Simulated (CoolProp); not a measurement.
Saturation properties of chlorine.

Model: reference Helmholtz-energy equation of state, Thol 2021, in CoolProp.

```csv
T (K),p (bar),liquid density (kg/m³),vapour density (kg/m³),enthalpy of vaporisation (kJ/kg),liquid cp (kJ/(kg K))
225,0.5185,1602,1.998,294.8,0.9380
238.7,0.9912,1565,3.636,287.2,0.9406
252.5,1.759,1527,6.182,279.2,0.9462
266.2,2.912,1488,9.874,270.6,0.9554
280,4.581,1448,15.09,261.4,0.9685
293.7,6.862,1406,22.11,251.4,0.9860
307.4,9.890,1364,31.39,240.4,1.009
321.2,13.82,1318,43.56,228.3,1.039
334.9,18.73,1270,59.10,214.9,1.079
```

It boils at 239.2 K under 1 atm.
